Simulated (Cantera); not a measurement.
A closed system holds: 1 mol SiO2, 7.1 mol HF, 1.8 mol N2, held at 0.0133 bar.

Cantera equilibrium calculation (NASA polynomials, part measured and part estimated; ideal gas, pure solids and liquids). Candidate condensed phases: H2O, Si, SiO2, Si2N2O, Si3N4; 58 gas species. The tables hold silica as quartz up to 1696 K and as liquid above; real silica turns to tridymite and cristobalite and melts near 1996 K. Equilibrium is a limit: real reactors are often held back by kinetics, nucleation or transport.

**Question.** At 1423 K, list the 7 most abundant gas species with their mole fractions, and the condensed phases.

**Answer.** HF 0.670, N2 0.210, H2O 0.0795, SiF4 0.0398, H2 7.66e-5, O2 3.30e-5, OH 1.13e-5. Condensed: SiO2(β-quartz).
